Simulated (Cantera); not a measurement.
Charge: 1 mol SiHCl3, 0.0061 mol C2H2, 200 mol H2, equilibrated at 2300 K and 790 Pa.

These are equilibrium values from Cantera (NASA tables, ideal gas, pure condensed phases), not measurements of a reactor. Candidate condensed phases: C, C6H6, C7H8, C8H18, Si, SiC; 109 gas species. The tables' values for SiCl are old estimates; treat these amounts as uncertain. Gases not in the tables: Si2H6 and higher silanes. Rates play no part.

Base state: H2 0.879, H 0.102, HCl 0.0129, Si 0.00444, Cl 0.00108, SiH 0.000136, SiCl 4.57e-5, C2H2 (acetylene) 2.12e-5 (mole fractions); condensed: gas only.

Problem. What changes in the equilibrium state with this change: pressure from 790 Pa to 7700 Pa?

Solution. 
```tsv
species	before	after
H2	0.879	0.947
H	0.102	0.0339
HCl	0.0129	0.0138
Si	0.00444	0.00394
SiH2	1.54e-5	0.000144
SiCl2	1.24e-5	0.000115
Si2	3.22e-6	2.47e-5
Si2C	7.06e-6	3.55e-5
```

Problem. What changes in the equilibrium state with this change: SiHCl3 replaced by (CH3)2SiCl2?

Solution. 
```json
[
 {"species": "H2", "before": "0.879", "after": "0.880"},
 {"species": "H", "before": "0.102", "after": "0.102"},
 {"species": "HCl", "before": "0.0129", "after": "0.00851"},
 {"species": "C2H2 (acetylene)", "before": "2.12e-5", "after": "0.00380"},
 {"species": "Si", "before": "0.00444", "after": "0.00380"},
 {"species": "C2H", "before": "1.11e-7", "after": "1.99e-5"},
 {"species": "SiC2", "before": "3.42e-6", "after": "0.000524"},
 {"species": "Si2C", "before": "7.06e-6", "after": "6.93e-5"},
 {"species": "SiCl2", "before": "1.24e-5", "after": "4.64e-6"},
 {"species": "SiCl", "before": "4.57e-5", "after": "2.58e-5"},
 {"species": "C(graphite), mol", "before": "0", "after": "0.109"}
]
```
The feed counts by its element totals alone.
